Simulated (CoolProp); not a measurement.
Vapour-liquid equilibrium of methanol (1) + dimethyl carbonate (2) at 341.5 K; x and y are mole fractions of (1).

Computed with CoolProp (multi-fluid Helmholtz-energy mixture model, de Reuck 1993 and Zhou 2011; pair parameters Bell 2016).

Give the bubble pressure and the first vapour's composition at x = 0.05, 0.65, 0.95. Is there an azeotrope?

x = 0.05: 0.06137 MPa, y = 0.242; x = 0.65: 0.1173 MPa, y = 0.761; x = 0.95: 0.1198 MPa, y = 0.938. y crosses x between x = 0.8 and 0.95: the model has an azeotrope there.

Pair parameters are fitted to limited data, so mixtures are less certain than the pure fluids.
